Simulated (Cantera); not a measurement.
Charge: 1 mol FeCl3, 210 mol H2, equilibrated at 1250 °C and 1330 Pa.

Method: chemical equilibrium by Gibbs-energy minimisation in Cantera with the NASA 1993 tables (ideal gas, pure condensed phases). Candidate condensed phases: Fe, FeCl2, FeCl3; 11 gas species. The numbers say what is thermodynamically allowed, not how fast it happens.

Q: What is the equilibrium state?

A: 
```json
{
 "x(H2)": "0.986",
 "x(HCl)": "0.0139",
 "x(H)": "0.000199",
 "x(FeCl2)": "0.000153",
 "x(Fe)": "1.82e-5",
 "x(Cl)": "2.24e-6",
 "n(Fe(γ))": "0.964 mol",
 "gas_amount": "211.5 mol",
 "log10 activity of FeCl2(l) (absent)": "-6.37"
}
```
